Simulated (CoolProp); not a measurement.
Vapour-liquid equilibrium of R113 (1) + n-hexane (2) at 14.7 kPa; x and y are mole fractions of (1).

Computed with CoolProp (multi-fluid Helmholtz-energy mixture model, Marx 1992 and Thol 2019; pair parameters Bell 2016).

| x | bubble temperature, mixture model (K) | bubble temperature, Raoult's law (K) | y, mixture model | y, Raoult's law |
|---|---|---|---|---|
| 0.05 | (withheld) | 289.7 | (withheld) | 0.108 |
| 0.2 | 283.7 | 286.0 | (withheld) | 0.369 |
| 0.35 | 280.3 | 282.8 | (withheld) | 0.561 |
| 0.5 | (withheld) | 280.0 | 0.707 | 0.707 |
| 0.65 | 276.0 | 277.5 | 0.800 | 0.819 |
| 0.8 | 274.4 | 275.3 | 0.884 | 0.908 |
| 0.95 | 273.1 | 273.3 | (withheld) | 0.979 |

Problem. Some entries are withheld; supply them.

Solution. 
- 0.05, bubble temperature, mixture model (K): 288.8
- 0.05, y, mixture model: 0.145
- 0.2, y, mixture model: 0.426
- 0.35, y, mixture model: 0.591
- 0.5, bubble temperature, mixture model (K): 277.9
- 0.95, y, mixture model: 0.970

The largest gap from Raoult's law is -2.5 K in bubble temperature, at x = 0.35. No azeotrope shows between x = 0.05 and 0.95.

The pair parameters rest on a limited set of measurements; away from them the model extrapolates.
